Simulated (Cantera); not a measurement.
**Ignition delay**

Mixture: 1.85 % C₃H₈, 18.5 % O₂, 69.6 % N₂, 10.0 % CO₂, at 2700000 Pa, adiabatic and at constant volume. Ignition delay is the time to a rise of 400 K.

Computed with Cantera and GRI-Mech 3.0 (53 species, 325 reactions). GRI-Mech 3.0 was tuned for natural gas; its chemistry of propane as a main component is partial and can be far from experiment. The pressure lies above the range GRI-Mech 3.0 was tuned for (to about 10 atm).

```
T0 (K)  delay (ms)
------  ----------
1050          9.46
1125          2.52
1200         0.727
1275         0.225
1350        0.0757
1425        0.0284
1500        0.0120
```

```
Item                                                    Result
--------------------------------------------------  ----------
apparent activation energy between 1350 and 1500 K  210 kJ/mol
```
